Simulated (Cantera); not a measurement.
## Hydrocarbon pyrolysis for carbon deposition

An isothermal, constant-pressure homogeneous reactor starts with 1.96 % C₂H₄, 98.0 % H₂, at 1150 K and 8.25 Torr.

Cantera simulation using GRI-Mech 3.0 (53 species, 325 reactions); the numbers are that mechanism's predictions, not measurements. GRI-Mech 3.0 was tuned for natural gas; its chemistry of ethylene as a main component is partial and can be far from experiment. GRI-Mech 3.0 stops at C3 and has no aromatics, soot or wall deposition, so with more carbon than oxygen in the feed, carbon stays in small species such as C2H2 where larger ones or solid carbon would form. Radical loss at walls, strong at low pressure, is not modelled.

```tsv
t (s)	x C₂H₄	x H₂	x CH₃	x C₂H₆	x CH₄	x H	x CH₂
0.000800	0.0196	0.980	<1e-12	<1e-12	<1e-12	3.45e-12	<1e-12
0.00259	0.0196	0.980	<1e-12	1.76e-12	<1e-12	1.26e-11	<1e-12
0.00837	0.0196	0.980	<1e-12	7.87e-12	<1e-12	4.22e-11	<1e-12
0.0270	0.0196	0.980	<1e-12	4.36e-11	<1e-12	1.38e-10	<1e-12
0.0875	0.0196	0.980	<1e-12	3.27e-10	<1e-12	4.49e-10	<1e-12
0.283	0.0196	0.980	<1e-12	3.01e-9	2.35e-11	1.47e-9	<1e-12
0.915	0.0196	0.980	<1e-12	3.18e-8	7.70e-10	5.42e-9	<1e-12
2.96	0.0196	0.980	1.57e-11	5.93e-7	3.77e-8	4.97e-8	<1e-12
9.56	0.0186	0.980	6.98e-9	4.66e-5	3.02e-5	3.42e-6	<1e-12
30.9	0.0128	0.980	3.16e-8	3.63e-5	0.000376	3.81e-6	<1e-12
100	0.00585	0.980	6.98e-8	1.64e-5	0.000968	3.68e-6	<1e-12
```
x: mole fraction; the columns are a selection and need not sum to one.

Equilibrium at this temperature and pressure: C₂H₄ 0.000272, H₂ 0.961, CH₃ 5.12e-7, C₂H₆ 8.16e-7, CH₄ 0.0375, H 7.02e-7, CH₂ <1e-12 (gas phase only).
